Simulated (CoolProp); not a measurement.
Values from CoolProp's reference Helmholtz-energy equation of state, Outcalt 1996. It is a modified Benedict-Webb-Rubin equation, recast in Helmholtz form.

Question: Give the vapour pressure (bar), enthalpy of vaporisation (kJ/kg), vapour Z, liquid viscosity (µPa s) of saturated R152A at 13.35 °C.

Answer: 
```csv
T (°C),p (bar),enthalpy of vaporisation (kJ/kg),vapour Z,liquid viscosity (µPa s)
13.35,4.16,293,0.890,185
```

Viscosity comes from a separate model (Bell 2016), an estimate that may be off by 10 % or more.
